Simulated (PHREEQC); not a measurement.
1 kg of water holding 120 mmol/kgw KCl meets 20 L of dry gas (CO2 0.84, H2 0.16 by moles) at fixed total pressure, at 40 °C; fugacities by Peng-Robinson. The gases take part in no redox reaction, some water evaporates into the gas, and hydrates or a liquid gas phase aren't modelled. Precipitation was switched off in this run.

The numbers come from PHREEQC with the ion-association model, phreeqc.dat.

Question: Predict dissolved CO2 (all carbonate carbon) (mol/kgw), φ of CO2 at P (atm) = 50, 200.

Answer: 
```csv
P (atm),dissolved CO2 (all carbonate carbon) (mol/kgw),φ of CO2
50,0.735,0.782
200,1.17,0.372
```

Species that the database lacks are ignored. Away from 25 °C the constants follow the database's enthalpies or fits; those with neither stay at their 25 °C values.
